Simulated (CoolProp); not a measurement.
Vapour-liquid equilibrium of p-xylene (1) + n-nonane (2) at 125.55 °C; x and y are mole fractions of (1).

Values from CoolProp's multi-fluid Helmholtz-energy mixture model, Zhou 2012 and Lemmon 2006; pair parameters Bell 2016.

**Question.** Give the bubble pressure and the first vapour's composition at x = 0.05, 0.5, 0.95. Is there an azeotrope?

**Answer.** x = 0.05: 0.5069 bar, y = 0.074; x = 0.5: 0.6089 bar, y = 0.584; x = 0.95: 0.7007 bar, y = 0.963. No azeotrope shows between x = 0.05 and 0.95.

The pair parameters rest on a limited set of measurements; away from them the model extrapolates.
